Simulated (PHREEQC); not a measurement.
Model water analysis in mg/kgw, 25 °C, pH 3.02, pe 8.6:

| constituent | mg/kgw |
|---|---|
| Na | 117 |
| K | 2.32 |
| Ca | 9.23 |
| Mg | 44.8 |
| Cl | 77.5 |
| S(6) as SO4 | 446 |
| Mn(2) | 2.01 |
| Li | 0.0179 |

Valence states are taken as typed.

Equilibrium calculation in PHREEQC: ion-association model, wateq4f.dat.

**Question.** The ionic strength comes out as 0.0151 mol/kgw. What activity coefficients do Li+, Na+, Mg+2, SO4-2, Cl- get?

**Answer.** Li+ 0.89, Na+ 0.89, Mg+2 0.63, SO4-2 0.62, Cl- 0.88.

No solid was allowed to form. Species that the database lacks are ignored.
